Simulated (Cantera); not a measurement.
A perfectly stirred reactor is fed with CH₄ : CO : O₂ : N₂ = 1 : 0.062 : 1.56 : 5.87 (molar parts), at 460000 Pa; it is adiabatic with a 550 K inlet, and is followed from long to short residence time, starting on the burning branch (τ in s: 0.22, 0.097, 0.042, 0.018, 0.0079, 0.0034, 0.0015, 0.00065, 0.00028, 0.00012, 5.3e-05, 2.3e-05).

Detailed kinetics in Cantera: GRI-Mech 3.0 (53 species, 325 reactions).

Task: Predict: blow-out, bracketed by the residence times tried; x(CH₄) at τ = 0.220 s; x(CO) at τ = 0.220 s; x(O₂) at τ = 0.220 s; x(CO₂) at τ = 0.220 s; x(CH₂CO) at τ = 0.220 s; x(CH₄) at τ = 1.50 ms; x(CO) at τ = 1.50 ms; x(O₂) at τ = 1.50 ms; x(CO₂) at τ = 1.50 ms; x(CH₂CO) at τ = 1.50 ms.

Result: 
* **blow-out, bracketed by the residence times tried**: burning at 0.120 ms, out at 53.0 µs
* **x(CH₄) at τ = 0.220 s**: 1.21e-5
* **x(CO) at τ = 0.220 s**: 0.0648
* **x(O₂) at τ = 0.220 s**: 2.44e-5
* **x(CO₂) at τ = 0.220 s**: 0.0540
* **x(CH₂CO) at τ = 0.220 s**: 1.62e-8
* **x(CH₄) at τ = 1.50 ms**: 0.000264
* **x(CO) at τ = 1.50 ms**: 0.0649
* **x(O₂) at τ = 1.50 ms**: 0.000819
* **x(CO₂) at τ = 1.50 ms**: 0.0532
* **x(CH₂CO) at τ = 1.50 ms**: 1.26e-6
